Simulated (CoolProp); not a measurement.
The fluid at 287.27 K and 2.32 MPa (gas) is heated at constant pressure to 322.5 K. The same conditions are run with several fluids, on thermodynamics alone (safety and materials aside).

The numbers come from the reference Helmholtz-energy equation of state of each fluid (methane: Setzmann 1991; oxygen: Schmidt 1985; ethylene: Smukala 2000; CF4 (R14): Platzer 1990; nitrogen: Span 2000) in CoolProp. The equations of Platzer and Polt are older, rougher fits.

```csv
fluid,heat (kJ/kg),final density (kg/m³)
methane,83.9,14.3
oxygen,33.6,27.9
ethylene,65.5,27.2
CF4 (R14),26.8,81.2
nitrogen,37.9,24.2
```

Above 300 K oxygen's equation is extrapolated.
